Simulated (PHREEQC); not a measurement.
0.022 g of hydrous ferric oxide (600 m²/g; 0.2 weak and 0.005 strong sites per Fe, Dzombak-Morel constants, diffuse double layer) in 1 kg of water with 0.1 mol/kgw of an inert sodium salt, at 25 °C; the pH is set by adding NaOH or the inert anion's acid. O2 is buffered at 0.21 atm. No CO2 enters from the air. Precipitation was switched off in this run.

All values are PHREEQC results (ion-association model, wateq4f.dat), not measurements.

```csv
pH,surface charge σ (C/m²),surface potential ψ (mV)
3,0.363,153
3.5,___,151
4,0.321,147
5,0.215,126
5.5,___,111
6,___,93
6.5,___,___
7,0.045,___
8,0.004,5
8.5,-0.014,___
9,-0.034,-42
```

Question: Complete the blanks.

Answer: 
- 3.5, surface charge σ (C/m²): 0.350
- 5.5, surface charge σ (C/m²): 0.159
- 6, surface charge σ (C/m²): 0.111
- 6.5, surface charge σ (C/m²): 0.074
- 6.5, surface potential ψ (mV): 74
- 7, surface potential ψ (mV): 52
- 8.5, surface potential ψ (mV): -19

The oxide is taken as insoluble; below pH 4 it would dissolve.
